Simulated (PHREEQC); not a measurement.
H3PO4 is added in steps, without added water, to 1 kg of water holding 0.11 mol NaH2PO4, 0.0023 mol Na2SO4 and 0.0037 mol NaCl, at 80 °C. O2 is buffered at 0.21 atm. No CO2 enters from the air. Only these solids could form: Halite, Mirabilite.

Base run: PHREEQC, ion-association model, wateq4f.dat. Each further column changes one thing. The table gives pH.

```
H3PO4 added (mol)  base  diluted 100-fold with water  NaH2PO4 left out  no solid may form
-----------------  ----  ---------------------------  ----------------  -----------------
0                  4.50                            …                 …               4.50
0.07375            2.49                            …              1.85               2.49
0.1844             2.11                            …              1.62               2.11
0.2581             1.98                         1.53              1.53               1.98
0.3319             1.88                         1.47              1.47               1.88
0.4056             1.80                            …                 …               1.80
0.5162             1.71                         1.37              1.37               1.71
0.59               1.66                            …              1.34               1.66
```

Task: Fill in the missing entries.

Result: 
- 0, diluted 100-fold with water: 5.06
- 0, NaH2PO4 left out: 6.40
- 0.07375, diluted 100-fold with water: 1.84
- 0.1844, diluted 100-fold with water: 1.61
- 0.4056, diluted 100-fold with water: 1.42
- 0.4056, NaH2PO4 left out: 1.43
- 0.59, diluted 100-fold with water: 1.33

H3PO4, which wateq4f.dat lacks, is added to it with the constant of phreeqc.dat. Constants without temperature data keep their 25 °C values here.
